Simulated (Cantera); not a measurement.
A Cantera script and what it prints.

```python
import numpy as np
import cantera as ct

gas_names = """
    O2 ZrO2 CO2 CrO3 B2O2
""".split()
cond_names = """
    Zr(a) Zr(b) Zr(L) Nb(cr) Nb(L) NbO2(I) NbO2(II) NbO2(III) NbO2(L) C(gr) Cr(cr) Cr(L) B(b) B(L)
""".split()


def load(file, names, dense=False):
    # The tables refer to 1 bar. Condensed volumes are neglected.
    table = {s.name: s for s in ct.Species.list_from_file(file)}
    out = []
    for n in names:
        d = dict(table[n].input_data)
        d["thermo"] = dict(d["thermo"], **{"reference-pressure": 1e5})
        if dense:
            d["equation-of-state"] = {"model": "constant-volume", "density": "1e6 g/cm^3"}
        out.append(ct.Species.from_dict(d))
    return out


species = {s.name: s for s in load("nasa_gas.yaml", gas_names) + load("nasa_condensed.yaml", cond_names)}
# Each term lists the table entries of one substance; the one whose range holds T is used.
reactions = {
    'Zr + O2(g) = ZrO2(g)':
        [(-1, ['Zr(a)', 'Zr(b)', 'Zr(L)']), (-1, ['O2']), (1, ['ZrO2'])],
    'Nb + O2(g) = NbO2':
        [(-1, ['Nb(cr)', 'Nb(L)']), (-1, ['O2']), (1, ['NbO2(I)', 'NbO2(II)', 'NbO2(III)', 'NbO2(L)'])],
    'C + O2(g) = CO2(g)':
        [(-1, ['C(gr)']), (-1, ['O2']), (1, ['CO2'])],
    '0.6667 Cr + O2(g) = 0.6667 CrO3(g)':
        [(-0.6666666666666666, ['Cr(cr)', 'Cr(L)']), (-1, ['O2']), (0.6666666666666666, ['CrO3'])],
    '2 B + O2(g) = B2O2(g)':
        [(-2, ['B(b)', 'B(L)']), (-1, ['O2']), (1, ['B2O2'])],
}


def pick(names, T):
    return next(species[n] for n in names if species[n].thermo.min_temp <= T <= species[n].thermo.max_temp)


results = []
for label, terms in reactions.items():
    print(label)
    print("     T/K   dH/kJ  dS/(J/K)   dG/kJ   log10 K")
    for T in [300, 1000, 1075, 1150, 1225, 1300, 1375, 1450, 1525, 1600, 1675, 1750]:
        used = [(nu, pick(names, T)) for nu, names in terms]
        dH = sum(nu * s.thermo.h(T) for nu, s in used) / 1e6
        dS = sum(nu * s.thermo.s(T) for nu, s in used) / 1e3
        dG = dH - T * dS / 1e3
        logK = -dG * 1e6 / (ct.gas_constant * T * np.log(10))
        results.append((label, T, dH, dS, dG, logK, [s.name for _, s in used]))
        print(f"{T:8g} {dH:8.1f} {dS:8.1f} {dG:8.1f} {logK:8.2f}")
```

It prints:

```
Zr + O2(g) = ZrO2(g)
     T/K   dH/kJ  dS/(J/K)   dG/kJ   log10 K
     300   -286.2     29.7   -295.1    51.38
    1000   -291.2     21.3   -312.5    16.32
    1075   -292.0     20.5   -314.0    15.26
    1150   -296.7     16.3   -315.5    14.33
    1225   -297.3     15.8   -316.7    13.50
    1300   -297.9     15.4   -317.9    12.77
    1375   -298.5     14.9   -319.0    12.12
    1450   -299.1     14.5   -320.1    11.53
    1525   -299.8     14.0   -321.2    11.00
    1600   -300.5     13.6   -322.2    10.52
    1675   -301.3     13.1   -323.2    10.08
    1750   -302.1     12.6   -324.2     9.68
Nb + O2(g) = NbO2
     T/K   dH/kJ  dS/(J/K)   dG/kJ   log10 K
     300   -794.9   -187.1   -738.8   128.64
    1000   -784.7   -171.7   -613.0    32.02
    1075   -782.7   -169.8   -600.2    29.16
    1150   -777.2   -164.7   -587.7    26.69
    1225   -775.3   -163.1   -575.4    24.54
    1300   -773.9   -162.0   -563.2    22.63
    1375   -772.5   -161.0   -551.1    20.94
    1450   -771.3   -160.1   -539.1    19.42
    1525   -770.0   -159.3   -527.1    18.05
    1600   -768.8   -158.5   -515.2    16.82
    1675   -767.7   -157.8   -503.3    15.70
    1750   -766.6   -157.2   -491.5    14.67
C + O2(g) = CO2(g)
     T/K   dH/kJ  dS/(J/K)   dG/kJ   log10 K
     300   -393.5      2.9   -394.4    68.67
    1000   -394.6      1.2   -395.9    20.68
    1075   -394.8      1.1   -395.9    19.24
    1150   -394.9      0.9   -396.0    17.99
    1225   -395.1      0.8   -396.1    16.89
    1300   -395.2      0.7   -396.1    15.92
    1375   -395.4      0.6   -396.2    15.05
    1450   -395.6      0.5   -396.2    14.27
    1525   -395.7      0.4   -396.3    13.57
    1600   -395.9      0.2   -396.3    12.94
    1675   -396.1      0.1   -396.3    12.36
    1750   -396.2      0.0   -396.3    11.83
0.6667 Cr + O2(g) = 0.6667 CrO3(g)
     T/K   dH/kJ  dS/(J/K)   dG/kJ   log10 K
     300   -195.3    -43.5   -182.2    31.73
    1000   -197.4    -47.6   -149.8     7.82
    1075   -197.7    -47.9   -146.2     7.10
    1150   -198.1    -48.3   -142.6     6.48
    1225   -198.5    -48.6   -139.0     5.93
    1300   -199.0    -49.0   -135.3     5.44
    1375   -199.6    -49.4   -131.6     5.00
    1450   -200.2    -49.9   -127.9     4.61
    1525   -201.0    -50.4   -124.1     4.25
    1600   -201.8    -50.9   -120.3     3.93
    1675   -202.7    -51.4   -116.5     3.63
    1750   -203.7    -52.0   -112.6     3.36
2 B + O2(g) = B2O2(g)
     T/K   dH/kJ  dS/(J/K)   dG/kJ   log10 K
     300   -456.0     25.8   -463.8    80.75
    1000   -458.3     23.4   -481.7    25.16
    1075   -458.8     22.9   -483.4    23.49
    1150   -459.4     22.4   -485.1    22.03
    1225   -460.0     21.9   -486.8    20.76
    1300   -460.6     21.4   -488.4    19.62
    1375   -461.3     20.9   -490.0    18.61
    1450   -461.9     20.4   -491.5    17.71
    1525   -462.6     19.9   -493.1    16.89
    1600   -463.4     19.5   -494.5    16.14
    1675   -464.1     19.0   -496.0    15.47
    1750   -464.9     18.5   -497.4    14.85
```

Source: NASA polynomial tables (part measured, part estimated), evaluated in Cantera. Condensed species are held in their standard states even where they would react or evaporate.
